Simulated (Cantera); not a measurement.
Input: 1 mol Si, 1 mol Br2, 83 mol H2, held at 1425 K and 0.278 Torr.

Cantera equilibrium calculation (NASA polynomials, part measured and part estimated; ideal gas, pure solids and liquids). Candidate condensed phases: Br2, Si; 19 gas species. The tables' values for SiBr are old estimates; treat these amounts as uncertain. Equilibrium is a limit: real reactors are often held back by kinetics, nucleation or transport.

Base state: H2 0.977, HBr 0.0208, Br 0.00101, SiBr2 0.000996, H 0.000351, SiBr 1.11e-5 (mole fractions); condensed: Si(s).

Question: What changes in the equilibrium state with this change: pressure from 0.278 Torr to 21.0 Torr?

Answer: 
| species | before | after |
|---|---|---|
| H2 | 0.977 | 0.977 |
| HBr | 0.0208 | 0.0215 |
| SiBr2 | 0.000996 | 0.00107 |
| Br | 0.00101 | 0.000120 |
| H | 0.000351 | 4.03e-5 |
| SiBr | 1.11e-5 | 1.32e-6 |
| Si(s), mol | 0.915 | 0.910 |
